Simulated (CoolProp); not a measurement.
Vapour-liquid equilibrium of R125 (1) + dimethyl ether (2) at 1.42 bar; x and y are mole fractions of (1).

Computed with CoolProp (multi-fluid Helmholtz-energy mixture model, Lemmon 2005 and Wu 2011; pair parameters Bell 2016).

```json
[
 {"x": "0.05", "bubble temperature (K)": "255.8", "y at the bubble point": "0.074", "dew temperature at overall composition x (K)": "256.0", "liquid density (mol/L)": "15.53"},
 {"x": "0.125", "bubble temperature (K)": "254.7", "y at the bubble point": "0.186", "dew temperature at overall composition x (K)": "255.3", "liquid density (mol/L)": "15.25"},
 {"x": "0.2", "bubble temperature (K)": "253.4", "y at the bubble point": "0.297", "dew temperature at overall composition x (K)": "254.5", "liquid density (mol/L)": "14.98"},
 {"x": "0.275", "bubble temperature (K)": "252.0", "y at the bubble point": "0.408", "dew temperature at overall composition x (K)": "253.7", "liquid density (mol/L)": "14.72"},
 {"x": "0.35", "bubble temperature (K)": "250.4", "y at the bubble point": "0.515", "dew temperature at overall composition x (K)": "252.8", "liquid density (mol/L)": "14.47"},
 {"x": "0.425", "bubble temperature (K)": "248.5", "y at the bubble point": "0.616", "dew temperature at overall composition x (K)": "251.8", "liquid density (mol/L)": "14.23"},
 {"x": "0.5", "bubble temperature (K)": "246.5", "y at the bubble point": "0.708", "dew temperature at overall composition x (K)": "250.6", "liquid density (mol/L)": "13.99"},
 {"x": "0.575", "bubble temperature (K)": "244.3", "y at the bubble point": "0.788", "dew temperature at overall composition x (K)": "249.3", "liquid density (mol/L)": "13.76"},
 {"x": "0.65", "bubble temperature (K)": "242.0", "y at the bubble point": "0.855", "dew temperature at overall composition x (K)": "247.8", "liquid density (mol/L)": "13.54"},
 {"x": "0.725", "bubble temperature (K)": "239.6", "y at the bubble point": "0.907", "dew temperature at overall composition x (K)": "246.1", "liquid density (mol/L)": "13.31"},
 {"x": "0.8", "bubble temperature (K)": "237.3", "y at the bubble point": "0.947", "dew temperature at overall composition x (K)": "243.9", "liquid density (mol/L)": "13.07"},
 {"x": "0.875", "bubble temperature (K)": "235.2", "y at the bubble point": "0.974", "dew temperature at overall composition x (K)": "241.1", "liquid density (mol/L)": "12.83"},
 {"x": "0.95", "bubble temperature (K)": "233.3", "y at the bubble point": "0.992", "dew temperature at overall composition x (K)": "237.1", "liquid density (mol/L)": "12.57"}
]
```

No azeotrope shows between x = 0.05 and 0.95.

Pair parameters are fitted to limited data, so mixtures are less certain than the pure fluids.
